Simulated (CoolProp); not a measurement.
A Linde-Hampson liquefier for oxygen: isothermal reversible compression at 290 K from 1 atm to 15 MPa, throttling to 1 atm, return gas leaving the recuperator 10 K below the feed. Each further row changes one setting.

Model: reference Helmholtz-energy equation of state, Schmidt 1985, in CoolProp.

| case | liquid yield per pass | compression work (kJ/kg of gas) |
|---|---|---|
| as stated | (withheld) | 370 |
| high pressure 30 MPa | (withheld) | (withheld) |
| warm-end temperature 320 K | (withheld) | (withheld) |
| warm-end gap 15 K | (withheld) | 370 |

Q: Complete the blanks.

A: 
- as stated, liquid yield per pass: 0.070
- high pressure 30 MPa, liquid yield per pass: 0.131
- high pressure 30 MPa, compression work (kJ/kg of gas): 419
- warm-end temperature 320 K, liquid yield per pass: 0.048
- warm-end temperature 320 K, compression work (kJ/kg of gas): 411
- warm-end gap 15 K, liquid yield per pass: 0.059

Above 300 K oxygen's equation is extrapolated.
